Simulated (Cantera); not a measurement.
Mixture: CH4 : O2 : N2 = 1 : 1.18 : 6.24 (molar parts), equivalence ratio 1.7, at 500000 Pa, adiabatic and at constant volume. Ignition delay is the time to a rise of 400 K.

Cantera simulation using GRI-Mech 3.0 (53 species, 325 reactions); the numbers are that mechanism's predictions, not measurements.

Problem. What does this change do: CH4 1 to 0.41 parts?

Solution. 
```
quantity                                                before       after
--------------------------------------------------  ----------  ----------
delay at 1198 K                                        17.6 ms     11.3 ms
delay at 1248 K                                        9.35 ms     6.01 ms
delay at 1298 K                                        5.09 ms     3.29 ms
delay at 1348 K                                        2.84 ms     1.85 ms
delay at 1398 K                                        1.61 ms     1.06 ms
delay at 1448 K                                       0.934 ms    0.628 ms
apparent activation energy between 1348 and 1448 K  180 kJ/mol  180 kJ/mol
```

Problem. What does this change do: CH4 1 to 1.3 parts?

Solution. 
| quantity | before | after |
|---|---|---|
| delay at 1198 K | 17.6 ms | 20.3 ms |
| delay at 1248 K | 9.35 ms | 10.7 ms |
| delay at 1298 K | 5.09 ms | 5.83 ms |
| delay at 1348 K | 2.84 ms | 3.24 ms |
| delay at 1398 K | 1.61 ms | 1.84 ms |
| delay at 1448 K | 0.934 ms | 1.06 ms |
| apparent activation energy between 1348 and 1448 K | 180 kJ/mol | 180 kJ/mol |
